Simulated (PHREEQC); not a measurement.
Solution (25 °C): 0.0029 mol FeCl3, 3.2e-05 mol MgSO4, 0.00047 mol HCl and 0.0062 mol Na2SO4 per kg of water. Closed to the air; pH follows from the charge balance.

All values are PHREEQC results (ion-association model, phreeqc.dat), not measurements.

Each row changes one thing in this solution. No solid was allowed to form.

```json
[
 {"case": "as made", "pH": "2.97", "ionic strength (mol/kgw)": "0.0230", "SO4-2 (mol/kgw)": "0.00393", "HSO4- (mol/kgw)": "0.000266"},
 {"case": "Na2SO4 replaced by K2SO4 at the same molality", "pH": "2.97", "ionic strength (mol/kgw)": "0.0229", "SO4-2 (mol/kgw)": "0.00388", "HSO4- (mol/kgw)": "0.000265"},
 {"case": "Na2SO4 from 0.0062 to 0.0093 mol/kgw", "pH": "___", "ionic strength (mol/kgw)": "0.0309", "SO4-2 (mol/kgw)": "0.00655", "HSO4- (mol/kgw)": "0.000351"},
 {"case": "diluted 10-fold with water", "pH": "___", "ionic strength (mol/kgw)": "0.00282", "SO4-2 (mol/kgw)": "0.000570", "HSO4- (mol/kgw)": "1.69e-5"},
 {"case": "FeCl3 left out", "pH": "3.51", "ionic strength (mol/kgw)": "0.0185", "SO4-2 (mol/kgw)": "0.00589", "HSO4- (mol/kgw)": "0.000121"},
 {"case": "HCl replaced by LiCl at the same molality", "pH": "3.06", "ionic strength (mol/kgw)": "0.0235", "SO4-2 (mol/kgw)": "0.00409", "HSO4- (mol/kgw)": "0.000224"},
 {"case": "MgSO4 left out", "pH": "2.97", "ionic strength (mol/kgw)": "0.0229", "SO4-2 (mol/kgw)": "0.00391", "HSO4- (mol/kgw)": "0.000266"},
 {"case": "HCl from 0.00047 to 0.000517 mol/kgw", "pH": "2.96", "ionic strength (mol/kgw)": "0.0229", "SO4-2 (mol/kgw)": "0.00391", "HSO4- (mol/kgw)": "0.000271"}
]
```

Question: Complete the blanks.

Answer: 
- Na2SO4 from 0.0062 to 0.0093 mol/kgw, pH: 3.05
- diluted 10-fold with water, pH: 3.44

Some of these states are supersaturated (in Hematite (slow to form), Goethite (slow to form), Jarosite-K, for instance).
